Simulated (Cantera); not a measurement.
Feed: 1 mol CsOH, 0.86 mol H2O, 0.46 mol H2, at 480 Pa.

Cantera equilibrium calculation (NASA polynomials, part measured and part estimated; ideal gas, pure solids and liquids). Candidate condensed phases: Cs, CsOH, H2O; 15 gas species. Rates play no part.

x: gas mole fraction; nothing condenses.

| T (K) | x H2O | x CsOH | x H2 | x Cs | x Cs2(OH)2 |
|---|---|---|---|---|---|
| 1048 | 0.383 | 0.411 | 0.190 | 0.0143 | ___ |
| 1123 | 0.392 | 0.399 | 0.183 | 0.0259 | ___ |
| 1198 | 0.405 | 0.380 | 0.173 | 0.0415 | ___ |
| 1273 | 0.420 | 0.358 | 0.162 | 0.0602 | ___ |
| 1348 | 0.437 | 0.333 | 0.150 | 0.0809 | ___ |
| 1423 | 0.454 | 0.307 | 0.137 | 0.102 | ___ |
| 1498 | 0.471 | 0.282 | 0.125 | 0.123 | ___ |
| 1573 | 0.487 | 0.258 | 0.113 | 0.142 | ___ |
| 1648 | 0.501 | 0.236 | 0.102 | 0.161 | ___ |
| 1723 | 0.514 | 0.216 | 0.0919 | 0.177 | ___ |

### Question
What belongs in the gaps?

### Answer

- 1048, x Cs2(OH)2: 0.00179
- 1123, x Cs2(OH)2: 0.000447
- 1198, x Cs2(OH)2: 0.000127
- 1273, x Cs2(OH)2: 4.03e-5
- 1348, x Cs2(OH)2: 1.41e-5
- 1423, x Cs2(OH)2: 5.31e-6
- 1498, x Cs2(OH)2: 2.16e-6
- 1573, x Cs2(OH)2: 9.35e-7
- 1648, x Cs2(OH)2: 4.30e-7
- 1723, x Cs2(OH)2: 2.09e-7
